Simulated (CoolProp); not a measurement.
Vapour-liquid equilibrium of n-heptane (1) + n-dodecane (2) at 423.7 K; x and y are mole fractions of (1).

Computed with CoolProp (multi-fluid Helmholtz-energy mixture model, Span 2003 and Lemmon 2004; pair parameters Bell 2016).

Q: Give the bubble pressure and the first vapour's composition at x = 0.05, 0.275, 0.8. Is there an azeotrope?

A: x = 0.05: 0.03066 MPa, y = 0.511; x = 0.275: 0.1065 MPa, y = 0.886; x = 0.8: 0.2991 MPa, y = 0.986. No azeotrope shows between x = 0.05 and 0.95.

The pair parameters rest on a limited set of measurements; away from them the model extrapolates.
